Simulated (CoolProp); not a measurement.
The fluid at 293.15 K and 0.042 MPa expands adiabatically to 0.0138 MPa with isentropic efficiency 1. The same conditions are run with several fluids, on thermodynamics alone (safety and materials aside).

The numbers come from the reference Helmholtz-energy equation of state of each fluid (R124: de Vries 1995; propylene: Lemmon 2013; propane: Lemmon 2009; R227EA: Lemmon 2016) in CoolProp.

**Question.** Rank R124, propylene, propane, R227EA by work (kJ/kg), highest first.

**Answer.** propylene (59.5), propane (57.3), R124 (18.8), R227EA (15.3)

| fluid | final temperature (K) | final density (kg/m³) |
|---|---|---|
| R124 | 265.7 | 0.857 |
| propylene | 251.3 | 0.279 |
| propane | 256.0 | 0.287 |
| R227EA | 272.9 | 1.04 |
